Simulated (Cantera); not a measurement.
A freely propagating, adiabatic, planar premixed flame of CH₄ : O₂ : N₂ = 1 : 2.22 : 8.36 (molar parts), equivalence ratio 0.90, unburnt at 475 K and 40000 Pa; mixture-averaged transport, grid criteria slope 0.08 and curve 0.16, no radiation.

Computed with Cantera and GRI-Mech 3.0 (53 species, 325 reactions). Burning velocities carry a grid error of a few per cent, more on coarse grids.

Predict: laminar burning velocity; thermal thickness; peak x(CH₃); peak x(C₂H₂); peak x(CO).

laminar burning velocity: 98.6 cm/s
thermal thickness: 0.817 mm
peak x(CH₃): 0.00230
peak x(C₂H₂): 5.82e-5
peak x(CO): 0.0476
